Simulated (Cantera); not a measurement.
Cantera run:

```python
import numpy as np
import cantera as ct

gas_names = """
    C CN C2 CCN CNC C2N2 C3 C4 C4N2 C5 N N2 Si SiC SiC2 SiN Si2 Si2C Si2N Si3
""".split()
cond_names = """
    C(gr) Si(cr) Si(L) SiC(b) Si3N4(a)
""".split()


def load(file, names, dense=False):
    # The tables refer to 1 bar. Condensed volumes are neglected.
    table = {s.name: s for s in ct.Species.list_from_file(file)}
    out = []
    for n in names:
        d = dict(table[n].input_data)
        d["thermo"] = dict(d["thermo"], **{"reference-pressure": 1e5})
        if dense:
            d["equation-of-state"] = {"model": "constant-volume", "density": "1e6 g/cm^3"}
        out.append(ct.Species.from_dict(d))
    return out


gas = ct.Solution(thermo="ideal-gas", species=load("nasa_gas.yaml", gas_names))
cond = {s.name: ct.Solution(thermo="fixed-stoichiometry", species=[s], name=s.name)
        for s in load("nasa_condensed.yaml", cond_names, dense=True)}
atoms = {
    'SiC': {'Si': 1, 'C': 1},
    'N2': {'N': 2},
}
top_T = {'C(gr)': 4500, 'SiC(b)': 3050, 'Si3N4(a)': 2400}  # K; cautious upper limits of use, not melting points


def equilibrate(T, P, feed):
    n = {}
    for name, mol in feed.items():
        for a, k in atoms[name].items():
            n[a] = n.get(a, 0.0) + k * mol
    gas.TPX = T, P, n
    mass = sum(n.values()) * gas.mean_molecular_weight
    gas.equilibrate("TP")
    valid = [c for c in cond.values() if c.min_temp <= T <= top_T.get(c.name, c.max_temp)]
    mix = ct.Mixture([(gas, mass / gas.mean_molecular_weight)] + [(c, 0.0) for c in valid])
    mix.T, mix.P = T, P
    mix.equilibrate("TP", solver="vcs", rtol=1e-11, max_steps=5000)
    return mix


results = []
T = 2223.15  # K
P = 11000  # Pa
for m in [0.045, 0.055, 0.066, 0.079, 0.095, 0.11, 0.14, 0.17, 0.2, 0.24, 0.29, 0.35]:
    feed = {'SiC': 1, 'N2': m}  # mol
    mix = equilibrate(T, P, feed)
    results.append((T, P, feed, dict(zip(mix.species_names, mix.species_moles))))

top = {s: max(r[3][s] / sum(r[3][g] for g in gas_names) for r in results) for s in gas_names}
cols = sorted((s for s in top if top[s] > 1e-06), key=lambda s: -top[s])[:6]
seen = [c for c in cond_names if any(r[3].get(c, 0) > 1e-12 for r in results)]
print("log10 of partial pressures in bar; condensed amounts in mol")
print(f"{'n(N2)':>10s}" + "".join(f"{s[:9]:>10s}" for s in cols + seen))
for T, P, feed, n in results:
    ng = sum(n[g] for g in gas_names)
    print(f"{feed['N2']:10.4g}" + "".join(f"{np.log10(max(n[s] / ng * P / 1e5, 1e-99)):10.3f}" for s in cols)
          + "".join(f"{n.get(c, 0):10.4g}" for c in seen))
```

Result:

```
log10 of partial pressures in bar; condensed amounts in mol
     n(N2)        N2        Si      SiC2      Si2C       SiN        CN     C(gr)    SiC(b)
     0.045    -0.959    -4.276    -5.255    -5.473    -5.547    -5.591 2.019e-05         1
     0.055    -0.959    -4.276    -5.255    -5.473    -5.547    -5.591 2.468e-05         1
     0.066    -0.959    -4.276    -5.255    -5.473    -5.547    -5.591 2.961e-05         1
     0.079    -0.959    -4.276    -5.255    -5.473    -5.547    -5.591 3.545e-05         1
     0.095    -0.959    -4.276    -5.255    -5.473    -5.547    -5.591 4.262e-05    0.9999
      0.11    -0.959    -4.276    -5.255    -5.473    -5.547    -5.591 4.935e-05    0.9999
      0.14    -0.959    -4.276    -5.255    -5.473    -5.547    -5.591 6.282e-05    0.9999
      0.17    -0.959    -4.276    -5.255    -5.473    -5.547    -5.591 7.628e-05    0.9999
       0.2    -0.959    -4.276    -5.255    -5.473    -5.547    -5.591 8.974e-05    0.9999
      0.24    -0.959    -4.276    -5.255    -5.473    -5.547    -5.591 0.0001077    0.9998
      0.29    -0.959    -4.276    -5.255    -5.473    -5.547    -5.591 0.0001301    0.9998
      0.35    -0.959    -4.276    -5.255    -5.473    -5.547    -5.591  0.000157    0.9998
```

Method: chemical equilibrium by Gibbs-energy minimisation in Cantera with the NASA 1993 tables (ideal gas, pure condensed phases). The tables' values for SiN are old estimates; treat these amounts as uncertain.
